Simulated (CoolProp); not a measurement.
Chlorine along the isobar 42.4 bar: density (kg/m³) from the reference equation and from simpler models built on Tc = 143.7 °C, pc = 76.42 bar, ω = 0.070; each cubic takes its own stable root.

Values from CoolProp's reference Helmholtz-energy equation of state, Thol 2021.

```csv
T (°C),phase,reference
-87.95,liquid,1714
-80.05,liquid,1693
-72.15,liquid,1672
-64.25,liquid,1651
-56.45,liquid,1631
-48.55,liquid,1610
-40.65,liquid,1589
-32.75,liquid,1567
-24.85,liquid,1546
-16.95,liquid,1524
-9.05,liquid,1502
-1.25,liquid,1480
6.65,liquid,1457
14.55,liquid,1434
22.45,liquid,1411
```

Task: How far does each simpler model (van der Waals, Redlich-Kwong, Soave-Redlich-Kwong) lie from the reference over these 15 states: mean and median of the absolute difference, and the worst?

Result: 
- van der Waals: mean 37.0 %, median 36.9 %, worst -38.0 % at -87.95 °C and 42.4 bar
- Redlich-Kwong: mean 7.6 %, median 7.6 %, worst -8.2 % at 22.45 °C and 42.4 bar
- Soave-Redlich-Kwong: mean 7.8 %, median 7.7 %, worst -8.8 % at -87.95 °C and 42.4 bar
